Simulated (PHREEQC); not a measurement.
0.037 g of hydrous ferric oxide (600 m²/g; 0.2 weak and 0.005 strong sites per Fe, Dzombak-Morel constants, diffuse double layer) in 1 kg of water with 0.001 mol/kgw of an inert sodium salt and 2e-06 mol/kgw Na2SeO3, at 25 °C; the pH is set by adding NaOH or the inert anion's acid. No oxygen is let in. The system is closed to CO2. No solid was allowed to form.

The numbers come from PHREEQC with the ion-association model, wateq4f.dat.

| pH | Se sorbed (%) | surface charge σ (C/m²) | surface potential ψ (mV) |
|---|---|---|---|
| 3 | 100.0 | 0.242 | 232 |
| 3.67 | 100.0 | ___ | ___ |
| 4.33 | 100.0 | 0.085 | 195 |
| 5 | ___ | ___ | 166 |
| 5.67 | 99.8 | 0.024 | 132 |
| 6.33 | 99.3 | 0.012 | 97 |
| 7 | 97.4 | 0.005 | 60 |
| 7.67 | 88.6 | 0.002 | 21 |
| 8.33 | 57.3 | -0.001 | -15 |
| 9 | 12.3 | -0.004 | ___ |
| 9.67 | 0.9 | -0.010 | -89 |
| 10.33 | 0.1 | -0.023 | -124 |
| 11 | 0.0 | -0.054 | -155 |

Problem. Some entries are withheld; supply them.

Solution. 
- 3.67, surface charge σ (C/m²): 0.145
- 3.67, surface potential ψ (mV): 219
- 5, Se sorbed (%): 99.9
- 5, surface charge σ (C/m²): 0.047
- 9, surface potential ψ (mV): -52

The database's selenite sorption wasn't checked against measurements; a fall in acid may be a fault of its surface constants. The oxide is taken as insoluble; below pH 4 it would dissolve.
